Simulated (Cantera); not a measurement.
Input (Python, Cantera) and output of one run.

```python
import numpy as np
import cantera as ct

gas_names = [...]  # 151 gases of nasa_gas.yaml made of C, H, N, O, Si
cond_names = """
    C(gr) C6H6(L) C7H8(L) C8H18(L),n-octa H2O(s) H2O(L) Si(cr) Si(L) SiC(b) SiO2(Lqz) SiO2(hqz) SiO2(L)
    Si2N2O(s) Si3N4(a)
""".split()


# ... load() reads the species with a 1 bar reference pressure and builds the phases ...
atoms = {
    'Si': {'Si': 1},
    'H2O': {'H': 2, 'O': 1},
    'N2': {'N': 2},
    'CO2': {'C': 1, 'O': 2},
}
top_T = {'C(gr)': 4500, 'SiC(b)': 3050, 'Si2N2O(s)': 2100, 'Si3N4(a)': 2400}  # K; cautious upper limits of use, not melting points


# ... equilibrate(T, P, feed) seeds the gas with the atoms and calls Mixture.equilibrate('TP', solver="vcs", rtol=1e-11, max_steps=5000) ...
results = []
feed = {'Si': 1, 'H2O': 0.21, 'N2': 18, 'CO2': 0.099}  # mol
T = 1273  # K
P = 630  # Pa
mix = equilibrate(T, P, feed)
results.append((T, P, feed, dict(zip(mix.species_names, mix.species_moles))))
x = sorted(zip(gas.X, gas.species_names), reverse=True)
print(f"T = {T:g} K  P = {P:g} Pa  gas = {mix.phase_moles(0):.4g} mol")
print("   x: " + "  ".join(f"{s} {v:.3e}" for v, s in x if v > 0.0001))
print("   condensed (mol): " + ("  ".join(f"{mix.phase(i).name} {mix.phase_moles(i):.4g}"
      for i in range(1, mix.n_phases) if mix.phase_moles(i) > 1e-12) or "none"))
```

Output:

```
T = 1273 K  P = 630 Pa  gas = 17.68 mol
   x: N2 9.881e-01  H2 1.187e-02
   condensed (mol): C(gr) 0.09827  Si2N2O(s) 0.4076  Si3N4(a) 0.06162
```

Method: chemical equilibrium by Gibbs-energy minimisation in Cantera with the NASA 1993 tables (ideal gas, pure condensed phases). N2 is the only nitrogen source here; it is nearly inert below about 1500 K, so the nitride shown seldom forms there in practice. Mutual solubility and eutectic melting of coexisting phases are not modelled.
